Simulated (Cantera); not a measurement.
Input (Python, Cantera) and output of one run.

```python
import numpy as np
import cantera as ct

gas_names = """
    H HO2 H2 H2O H2O2 O OH O2 O3 Si SiH SiH2 SiH3 SiH4 SiO SiO2 Si2 Si3
""".split()
cond_names = """
    H2O(s) H2O(L) Si(cr) Si(L) SiO2(Lqz) SiO2(hqz) SiO2(L)
""".split()


def load(file, names, dense=False):
    # The tables refer to 1 bar. Condensed volumes are neglected.
    table = {s.name: s for s in ct.Species.list_from_file(file)}
    out = []
    for n in names:
        d = dict(table[n].input_data)
        d["thermo"] = dict(d["thermo"], **{"reference-pressure": 1e5})
        if dense:
            d["equation-of-state"] = {"model": "constant-volume", "density": "1e6 g/cm^3"}
        out.append(ct.Species.from_dict(d))
    return out


gas = ct.Solution(thermo="ideal-gas", species=load("nasa_gas.yaml", gas_names))
cond = {s.name: ct.Solution(thermo="fixed-stoichiometry", species=[s], name=s.name)
        for s in load("nasa_condensed.yaml", cond_names, dense=True)}
atoms = {
    'SiH4': {'Si': 1, 'H': 4},
    'O2': {'O': 2},
    'H2': {'H': 2},
}
top_T = {}  # K; cautious upper limits of use, not melting points


def equilibrate(T, P, feed):
    n = {}
    for name, mol in feed.items():
        for a, k in atoms[name].items():
            n[a] = n.get(a, 0.0) + k * mol
    gas.TPX = T, P, n
    mass = sum(n.values()) * gas.mean_molecular_weight
    gas.equilibrate("TP")
    valid = [c for c in cond.values() if c.min_temp <= T <= top_T.get(c.name, c.max_temp)]
    mix = ct.Mixture([(gas, mass / gas.mean_molecular_weight)] + [(c, 0.0) for c in valid])
    mix.T, mix.P = T, P
    mix.equilibrate("TP", solver="vcs", rtol=1e-11, max_steps=5000)
    return mix


results = []
feed = {'SiH4': 1, 'O2': 0.52, 'H2': 6.5}  # mol
P = 1000  # Pa
for T in [1050, 1150, 1250, 1350, 1450, 1550, 1650, 1750, 1850, 1950]:
    mix = equilibrate(T, P, feed)
    results.append((T, P, feed, dict(zip(mix.species_names, mix.species_moles))))

top = {s: max(r[3][s] / sum(r[3][g] for g in gas_names) for r in results) for s in gas_names}
cols = sorted((s for s in top if top[s] > 0.001), key=lambda s: -top[s])[:9]
seen = [c for c in cond_names if any(r[3].get(c, 0) > 1e-12 for r in results)]
print("log10 of partial pressures in bar; condensed amounts in mol")
print(f"{'T/K':>10s}" + "".join(f"{s[:9]:>10s}" for s in cols + seen))
for T, P, feed, n in results:
    ng = sum(n[g] for g in gas_names)
    print(f"{T:10.4g}" + "".join(f"{np.log10(max(n[s] / ng * P / 1e5, 1e-99)):10.3f}" for s in cols)
          + "".join(f"{n.get(c, 0):10.4g}" for c in seen))
```

Output:

```
log10 of partial pressures in bar; condensed amounts in mol
       T/K        H2       SiO         H       H2O    Si(cr) SiO2(hqz)   SiO2(L)
      1050    -2.000    -8.421    -9.091   -10.503      0.48      0.52         0
      1150    -2.000    -6.924    -8.127    -9.621    0.4799    0.5199         0
      1250    -2.000    -5.671    -7.316    -8.884    0.4791    0.5191         0
      1350    -2.001    -4.608    -6.623    -8.259    0.4695    0.5095         0
      1450    -2.009    -3.695    -6.029    -7.730    0.3925    0.4324         0
      1550    -2.047    -2.994    -5.525    -7.212         0   0.03998         0
      1650    -2.047    -2.994    -5.065    -6.112         0   0.03928         0
      1750    -2.048    -2.991    -4.658    -5.152         0         0   0.03332
      1850    -2.053    -2.979    -4.295    -4.377         0         0         0
      1950    -2.055    -2.980    -3.968    -4.379         0         0         0
```

Equilibrium computed with Cantera from the NASA thermochemical tables; the gas is ideal and each condensed phase is pure. Mutual solubility and eutectic melting of coexisting phases are not modelled. The tables hold silica as quartz up to 1696 K and as liquid above; real silica turns to tridymite and cristobalite and melts near 1996 K.
